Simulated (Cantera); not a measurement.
## Equilibrium for hydrogen reduction and annealing atmospheres: V2O3 + H2 + N2

Feed: 1 mol V2O3, 0.77 mol H2, 0.97 mol N2, held at 190 Pa.

Cantera equilibrium calculation (NASA polynomials, part measured and part estimated; ideal gas, pure solids and liquids). Candidate condensed phases: H2O, V, VN, VO, V2O3, V2O4, V2O5; 28 gas species. Mutual solubility and eutectic melting of coexisting phases are not modelled. VO: taken at fixed stoichiometry. Condensed phases not in the tables: the oxides between V2O3 and V2O5 other than VO2. Kinetics and transport are ignored.

From 1252 °C to 1752 °C the condensed part is VO(s) + V2O3(s). From 1802 °C to 1902 °C the condensed part is VO(l) + V2O3(s). The main V-bearing gas is VO2 throughout.

```
T (°C)   x N2   x H2     x VO2       x H    x H2O      x VO  n VO(s)  n V2O3(s)  n VO(l)
------  -----  -----  --------  --------  -------  --------  -------  ---------  -------
1252    0.557  0.440   4.07e-7  0.000360  0.00184   5.62e-8  0.00642      0.997        0
1302    0.557  0.440   1.52e-6  0.000632  0.00239   2.12e-7  0.00831      0.996        0
1352    0.557  0.439   5.21e-6   0.00107  0.00304   7.34e-7   0.0106      0.995        0
1402    0.557  0.437   1.65e-5   0.00176  0.00381   2.35e-6   0.0133      0.993        0
1452    0.557  0.436   4.90e-5   0.00281  0.00472   7.01e-6   0.0165      0.992        0
1502    0.556  0.434  0.000136   0.00437  0.00575   1.96e-5   0.0203      0.990        0
1552    0.555  0.431  0.000356   0.00663  0.00693   5.16e-5   0.0248      0.987        0
1602    0.554  0.427  0.000884   0.00982  0.00824  0.000129   0.0302      0.984        0
1652    0.552  0.422   0.00208    0.0142  0.00967  0.000305   0.0372      0.979        0
1702    0.549  0.414   0.00470    0.0202   0.0112  0.000691   0.0468      0.972        0
1752    0.543  0.404    0.0101    0.0281   0.0128   0.00150   0.0613      0.959        0
1802    0.533  0.389    0.0214    0.0381   0.0148   0.00306        0      0.934   0.0877
1852    0.514  0.365    0.0461    0.0503   0.0185   0.00570        0      0.878    0.147
1902    0.480  0.327    0.0953    0.0641   0.0218    0.0103        0      0.762    0.262
```
x: gas mole fraction; n: condensed amount in mol.
